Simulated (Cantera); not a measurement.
**Hydrocarbon pyrolysis for carbon deposition**

A perfectly stirred reactor is fed with C3H8 : H2 : N2 = 1 : 6.2 : 0.25 (molar parts), at 0.00168 atm; it is held at 1450 K, and followed from long to short residence time.

Model: GRI-Mech 3.0 (53 species, 325 reactions), integrated in Cantera. GRI-Mech 3.0 was tuned for natural gas; its chemistry of propane as a main component is partial and can be far from experiment. GRI-Mech 3.0 stops at C3 and has no aromatics, soot or wall deposition, so with more carbon than oxygen in the feed, carbon stays in small species such as C2H2 where larger ones or solid carbon would form. Radical loss at walls, strong at low pressure, is not modelled.

| τ (s) | x C3H8 | x H2 | x CH2 | x C2H6 | x C2H4 | x CH4 | x C2H |
|---|---|---|---|---|---|---|---|
| 1.6 | 0.000362 | 0.770 | 7.28e-7 | 6.05e-5 | 0.00811 | 0.0887 | 1.42e-7 |
| 0.41 | 0.00123 | 0.757 | 1.15e-6 | 0.000121 | 0.0209 | 0.105 | 1.44e-7 |
| 0.11 | 0.00392 | 0.747 | 1.80e-6 | 0.000230 | 0.0436 | 0.111 | 1.25e-7 |
| 0.028 | 0.0125 | 0.745 | 3.04e-6 | 0.000474 | 0.0684 | 0.105 | 7.52e-8 |
| 0.0073 | 0.0394 | 0.761 | 4.54e-6 | 0.000925 | 0.0695 | 0.0771 | 1.80e-8 |
| 0.0019 | 0.0992 | 0.805 | 3.24e-6 | 0.000711 | 0.0267 | 0.0230 | 4.00e-10 |
| 0.00050 | 0.129 | 0.828 | 4.89e-7 | 0.000178 | 0.00350 | 0.00199 | 1.17e-12 |
x: mole fraction; the columns are a selection and need not sum to one.
